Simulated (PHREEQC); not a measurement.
Make-up at 25 °C: 0.407 mmol/kgw Ag2SO4 and 0.36 mmol/kgw NaNO3. It is in equilibrium with CO2 at log p = -3.5 (atm). Otherwise closed; pH follows from the charge balance.

Equilibrium calculation in PHREEQC: ion-association model, wateq4f.dat.

This is a speciation only: nothing precipitates in the calculation.

Q: Predict the pH.

A: pH 5.67.

Q: In which forms is C present?

A: CO2 82 %, HCO3- 18 % of the C.
